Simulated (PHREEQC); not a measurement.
Na2HPO4 is added in steps, without added water, to 1 kg of water holding 2.1 mmol/kgw Ag2SO4, 0.062 mmol/kgw HF and 0.23 mmol/kgw Zn(NO3)2, at 25 °C. O2 is buffered at 0.21 atm. The system is closed to CO2. Solids allowed: Zn(OH)2-e, Zn4(OH)6SO4, Zn3(PO4)2:4w, Ag2O, Ag3PO4, Ag2SO4, Mirabilite, Goslarite, ZnF2. Others were left out.

Base run: PHREEQC, ion-association model, wateq4f.dat. Each further column changes one thing. The table gives pH.

```csv
Na2HPO4 added (mol),base,Zn(NO3)2 from 0.00023 to 2.3e-05 mol/kgw,diluted 10-fold with water,2.8e-05 mol/kgw Ni(NO3)2 added,no solid may form
0,4.32,4.32,5.23,4.32,4.32
0.0007,6.52,6.54,8.40,6.52,7.90
0.0014,6.55,6.60,8.43,6.55,8.09
0.0021,6.67,6.76,8.50,6.67,8.19
0.0028,6.84,6.95,8.56,6.84,8.26
0.0035,7.01,7.11,8.61,7.01,8.31
0.0042,7.15,7.24,8.65,7.14,8.35
```

H3PO4, which wateq4f.dat lacks, is added to it with the constant of phreeqc.dat. The database has no phosphate complexes of Zn, Ag. The database has no phosphate complexes of Zn, Ni, Ag. In at least one series the solution becomes supersaturated in solids that the run did not let form, among them Zn(OH)2-e, Zn4(OH)6SO4, Zn3(PO4)2:4w, Ag3PO4. Solids allowed in the column '2.8e-05 mol/kgw Ni(NO3)2 added': Zn(OH)2-e, Zn4(OH)6SO4, Zn3(PO4)2:4w, Ni(OH)2, Ni3(PO4)2, Ni4(OH)6SO4, Ag2O, Ag3PO4, Ag2SO4, Mirabilite, Goslarite, Morenosite, ZnF2.
